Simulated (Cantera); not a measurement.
Input (Python, Cantera):

```python
import numpy as np
import cantera as ct

gas = ct.Solution("gri30.yaml")
gas.TPX = 1875, 88000, {'CH4': 1, 'N2': 2.7}
inlet = ct.Reservoir(gas, clone=True)

reactor = ct.IdealGasConstPressureReactor(gas, energy="off", clone=False)
exhaust = ct.Reservoir(gas, clone=True)
tau = [22, 7.7, 2.7, 0.95, 0.33, 0.12, 0.041, 0.014, 0.005, 0.0017, 0.00061][0]
for a, b in ((inlet, reactor), (reactor, exhaust)):
    ct.MassFlowController(a, b, mdot=lambda t: reactor.mass / tau)
net = ct.ReactorNet([reactor])
show = ['CH4', 'C2H6', 'C2H4', 'H2', 'HCN']

rows = []
print(f"{'tau/s':>10s}{'T/K':>9s}" + "".join(f"{s:>11s}" for s in show))
for tau in [22, 7.7, 2.7, 0.95, 0.33, 0.12, 0.041, 0.014, 0.005, 0.0017, 0.00061]:
    net.initial_time = 0.0
    net.advance(30 * tau)
    before = gas.X
    net.advance(40 * tau)
    drift = np.max(np.abs(gas.X - before) / (gas.X + 1e-9))
    rows.append([gas.T, *gas[show].X, drift])
    print(f"{tau:10.3e}{gas.T:9.1f}" + "".join(f"{x:11.3e}" for x in gas[show].X))
```

Output:

```
     tau/s      T/K        CH4       C2H6       C2H4         H2        HCN
 2.200e+01   1875.0  2.088e-03  1.336e-07  4.123e-04  3.161e-01  5.248e-04
 7.700e+00   1875.0  2.646e-03  1.924e-07  4.119e-04  3.154e-01  2.246e-04
 2.700e+00   1875.0  3.815e-03  3.600e-07  4.107e-04  3.140e-01  1.059e-04
 9.500e-01   1875.0  6.016e-03  8.354e-07  4.102e-04  3.114e-01  5.317e-05
 3.300e-01   1875.0  9.990e-03  2.207e-06  4.160e-04  3.066e-01  2.710e-05
 1.200e-01   1875.0  1.652e-02  5.839e-06  4.437e-04  2.988e-01  1.439e-05
 4.100e-02   1875.0  2.830e-02  1.650e-05  5.503e-04  2.846e-01  7.379e-06
 1.400e-02   1875.0  4.802e-02  4.562e-05  8.896e-04  2.607e-01  3.670e-06
 5.000e-03   1875.0  7.741e-02  1.146e-04  1.777e-03  2.248e-01  1.737e-06
 1.700e-03   1875.0  1.203e-01  2.720e-04  3.919e-03  1.717e-01  6.929e-07
 6.100e-04   1875.0  1.692e-01  5.262e-04  7.209e-03  1.107e-01  2.337e-07
```

Cantera simulation using GRI-Mech 3.0 (53 species, 325 reactions); the numbers are that mechanism's predictions, not measurements. GRI-Mech 3.0 stops at C3 and has no aromatics, soot or wall deposition, so with more carbon than oxygen in the feed, carbon stays in small species such as C2H2 where larger ones or solid carbon would form.
